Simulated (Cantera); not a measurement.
## Equilibrium for silicon oxide and oxynitride deposition: SiH2Cl2 + O3 + H2

Input: 1 mol SiH2Cl2, a varied amount of O3, 2.4 mol H2, equilibrated at 1375 K and 7.50 Torr.

Equilibrium computed with Cantera from the NASA thermochemical tables; the gas is ideal and each condensed phase is pure. Candidate condensed phases: H2O, Si, SiO2; 30 gas species. Mutual solubility and eutectic melting of coexisting phases are not modelled. The tables' values for SiCl3 are old estimates; treat these amounts as uncertain. The tables hold silica as quartz up to 1696 K and as liquid above; real silica turns to tridymite and cristobalite and melts near 1996 K. Rates play no part.

At 0.19 mol O3 the condensed part is Si(s) + SiO2(β-quartz). From 0.32 mol O3 to 5.8 mol O3 the condensed part is SiO2(β-quartz).

| n(O3) (mol) | x H2 | x O2 | x H2O | x HCl | x SiCl2 | x SiCl3 | x SiCl4 | n Si(s) | n SiO2(β-quartz) |
|---|---|---|---|---|---|---|---|---|---|
| 0.19 | 0.698 | <1e-12 | 5.34e-7 | 0.164 | 0.111 | 0.0131 | 0.00710 | 0.126 | 0.276 |
| 0.32 | 0.686 | <1e-12 | 6.73e-7 | 0.192 | 0.0945 | 0.0132 | 0.00847 | 0 | 0.473 |
| 0.51 | 0.621 | <1e-12 | 1.79e-6 | 0.325 | 0.0342 | 0.00848 | 0.00966 | 0 | 0.763 |
| 0.84 | 0.427 | <1e-12 | 0.118 | 0.455 | 1.07e-11 | 4.45e-12 | 8.55e-12 | 0 | 1.00 |
| 1.4 | 0.0455 | 1.13e-9 | 0.500 | 0.454 | <1e-12 | <1e-12 | <1e-12 | 0 | 1.00 |
| 2.2 | 3.02e-6 | 0.198 | 0.439 | 0.356 | <1e-12 | <1e-12 | <1e-12 | 0 | 1.00 |
| 3.6 | 1.51e-6 | 0.419 | 0.319 | 0.256 | <1e-12 | <1e-12 | <1e-12 | 0 | 1.00 |
| 5.8 | 8.85e-7 | 0.594 | 0.223 | 0.177 | <1e-12 | <1e-12 | <1e-12 | 0 | 1.00 |
x: gas mole fraction; n: condensed amount in mol.
